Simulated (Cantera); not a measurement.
# Reactions in the system Ca-Cl-F

Standard-state values (1 bar) from the NASA 1993 polynomials, evaluated with Cantera. Values are per mole of reaction as written; species without (g) are pure solids or liquids, kept so even where they would boil at 1 bar.

CaF2 + 2 Cl(g) → 2 F(g) + CaCl2

```json
[
 {"T (K)": "573", "ΔH° (kJ)": "346.6", "ΔS° (J/K)": "24.2", "ΔG° (kJ)": "332.7", "log10 K": "-30.33"},
 {"T (K)": "673", "ΔH° (kJ)": "346.3", "ΔS° (J/K)": "23.8", "ΔG° (kJ)": "330.3", "log10 K": "-25.64"},
 {"T (K)": "773", "ΔH° (kJ)": "346.0", "ΔS° (J/K)": "23.3", "ΔG° (kJ)": "328.0", "log10 K": "-22.16"},
 {"T (K)": "873", "ΔH° (kJ)": "345.4", "ΔS° (J/K)": "22.6", "ΔG° (kJ)": "325.7", "log10 K": "-19.49"},
 {"T (K)": "973", "ΔH° (kJ)": "344.8", "ΔS° (J/K)": "21.9", "ΔG° (kJ)": "323.5", "log10 K": "-17.36"}
]
```
